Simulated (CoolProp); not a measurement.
Properties of n-butane along the isobar 2.86 MPa (Tc = 425.1 K, pc = 3.796 MPa, ω = 0.201).

Computed with CoolProp (reference Helmholtz-energy equation of state, Bücker 2006).

```tsv
T (K)	phase	density (kg/m³)	cv (kJ/(kg K))	isothermal compressibility (1/MPa)	viscosity (µPa s)
339.3	liquid	526.9	1.879	0.005292	113
348.2	liquid	514.6	1.914	0.006267	104
357.1	liquid	501.4	1.951	0.007559	95.4
365.9	liquid	487.4	1.989	0.009313	87.5
374.8	liquid	472.0	2.028	0.01188	79.7
383.6	liquid	454.9	2.070	0.01586	72.2
392.5	liquid	434.8	2.118	0.02301	64.5
401.3	liquid	410.2	2.173	0.03881	56.5
410.2	gas	86.15	2.271	0.9150	12.9
```

Viscosity comes from a separate model (Vogel 1999).
